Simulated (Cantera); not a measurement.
Gas mixture: 100 % O₂, at 5.60 bar, frozen composition.

Cantera's kinetic-theory transport with the Lennard-Jones parameters of GRI-Mech 3.0, ideal gas; thermal conductivity in the mixture-averaged form.

One state of this run: ρ (kg/m³) = 1.20; cp (J/kg/K) = 1167; μ (µPa s) = 70.2; λ (mW/m/K) = 116; Pr = 0.707; D (cm²/s) H₂ = 2.91; D (cm²/s) H = 4.90; D (cm²/s) CH₄ = 0.868. D: mixture-averaged diffusion coefficient of that species in the mixture.

**Question.** Which value of T (K) does it belong to?
A. 400
B. 600
C. 1400
D. 1800

**Answer.** D, 1800
